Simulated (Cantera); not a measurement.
Cantera run, input and output.

```python
import numpy as np
import cantera as ct

gas = ct.Solution("gri30.yaml")
gas.TPX = 1150, 101325, {'CH3OH': 0.029, 'O2': 0.0093, 'N2': 1}
reactor = ct.IdealGasConstPressureReactor(gas, energy="off", clone=False)
net = ct.ReactorNet([reactor])
net.rtol, net.atol = 1e-08, 1e-18
show = ['CH3OH', 'O2', 'CO', 'CH4', 'C2H6', 'CO2', 'C2H']
times = np.geomspace(5e-05, 70, 12)

steps = ct.SolutionArray(gas, extra=["t"])
rows = []
print(f"{'t/s':>10s}{'T/K':>9s}{'P/Pa':>11s}" + "".join(f"{s:>11s}" for s in show))
for t in times:
    while net.time < t:
        t_next = net.step()
        steps.append(gas.state, t=t_next)
    rows.append([np.interp(t, steps.t, y) for y in (steps.T, steps.P, *steps(*show).X.T)])
    print(f"{t:10.3e}{rows[-1][0]:9.1f}{rows[-1][1]:11.4g}" + "".join(f"{x:11.3e}" for x in rows[-1][2:]))
rate = np.gradient(steps.T, steps.t)
print("integrator steps:", len(steps.t))
if steps.T.max() > steps.T[0] + 200:
    print(f"time of steepest temperature rise: {steps.t[rate.argmax()]:.4e} s")
gas.TPX = 1150, 101325, {'CH3OH': 0.029, 'O2': 0.0093, 'N2': 1}
gas.equilibrate("TP")
print(f"equilibrium (TP): T = {gas.T:.1f} K  " + "  ".join(f"{s} {gas[s].X[0]:.3e}" for s in show))
```

Result:

```
       t/s      T/K       P/Pa      CH3OH         O2         CO        CH4       C2H6        CO2        C2H
 5.000e-05   1150.0  1.013e+05  2.793e-02  8.957e-03  2.385e-09  8.679e-10  3.557e-14  2.242e-09  1.031e-26
 1.810e-04   1150.0  1.013e+05  2.793e-02  8.957e-03  8.813e-09  9.006e-09  1.004e-12  8.295e-09  3.932e-26
 6.553e-04   1150.0  1.013e+05  2.793e-02  8.957e-03  3.213e-08  6.234e-08  1.197e-11  3.021e-08  1.474e-25
 2.372e-03   1150.0  1.013e+05  2.793e-02  8.956e-03  1.176e-07  2.722e-07  5.832e-11  1.095e-07  6.680e-25
 8.589e-03   1150.0  1.013e+05  2.792e-02  8.951e-03  4.812e-07  9.550e-07  1.930e-10  3.967e-07  9.316e-24
 3.109e-02   1150.0  1.013e+05  2.738e-02  8.771e-03  3.415e-05  2.654e-06  4.172e-10  1.579e-06  2.247e-21
 1.126e-01   1150.0  1.013e+05  1.704e-05  1.001e-05  2.610e-02  1.045e-04  1.731e-07  4.348e-04  2.324e-16
 4.075e-01   1150.0  1.013e+05  1.730e-10  5.734e-06  2.609e-02  1.055e-04  1.583e-08  4.853e-04  1.026e-15
 1.475e+00   1150.0  1.013e+05  5.591e-11  2.095e-06  2.600e-02  1.055e-04  9.745e-09  5.752e-04  5.591e-16
 5.341e+00   1150.0  1.013e+05  1.555e-11  6.098e-07  2.590e-02  1.055e-04  7.314e-09  6.804e-04  1.837e-16
 1.934e+01   1150.0  1.013e+05  5.138e-12  1.462e-07  2.578e-02  1.056e-04  5.819e-09  7.968e-04  6.239e-17
 7.000e+01   1150.0  1.013e+05  2.961e-12  1.425e-08  2.560e-02  1.057e-04  4.745e-09  9.760e-04  3.451e-17
integrator steps: 2474
equilibrium (TP): T = 1150.0 K  CH3OH 2.047e-13  O2 1.526e-18  CO 2.148e-02  CH4 1.408e-07  C2H6 2.674e-16  CO2 5.196e-03  C2H 7.851e-25
```

Detailed kinetics in Cantera: GRI-Mech 3.0 (53 species, 325 reactions). GRI-Mech 3.0 was tuned for natural gas; its chemistry of methanol as a main component is partial and can be far from experiment.
